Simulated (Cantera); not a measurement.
## Equilibrium for iron carbonyl, mercury and lead vapours: HgO + O2 + N2

Feed: 1 mol HgO, 0.019 mol O2, 1.5 mol N2, at 1 atm.

Method: chemical equilibrium by Gibbs-energy minimisation in Cantera with the NASA 1993 tables (ideal gas, pure condensed phases). Candidate condensed phases: Hg, HgO; 10 gas species. The numbers say what is thermodynamically allowed, not how fast it happens.

| T (K) | x N2 | x Hg | x O2 | x NO | x NO2 | x O | x N2O | n HgO(s) |
|---|---|---|---|---|---|---|---|---|
| 673 | 0.680 | 0.207 | 0.112 | 1.02e-7 | 1.21e-7 | <1e-12 | 1.35e-11 | 0.543 |
| 748 | 0.497 | 0.331 | 0.172 | 5.54e-7 | 2.87e-7 | <1e-12 | 5.26e-11 | 0 |
| 823 | 0.497 | 0.331 | 0.172 | 2.11e-6 | 4.66e-7 | <1e-12 | 1.75e-10 | 0 |
| 898 | 0.497 | 0.331 | 0.172 | 6.45e-6 | 7.00e-7 | 2.06e-12 | 4.77e-10 | 0 |
| 973 | 0.497 | 0.331 | 0.172 | 1.66e-5 | 9.88e-7 | 2.79e-11 | 1.12e-9 | 0 |
| 1048 | 0.497 | 0.331 | 0.172 | 3.72e-5 | 1.33e-6 | 2.61e-10 | 2.34e-9 | 0 |
| 1123 | 0.497 | 0.331 | 0.172 | 7.49e-5 | 1.72e-6 | 1.81e-9 | 4.43e-9 | 0 |
| 1198 | 0.497 | 0.331 | 0.172 | 0.000138 | 2.16e-6 | 9.89e-9 | 7.76e-9 | 0 |
x: gas mole fraction; n: condensed amount in mol.

At 673 K the condensed part is HgO(s). From 748 K to 1198 K nothing is condensed. The main Hg-bearing gas is Hg throughout.
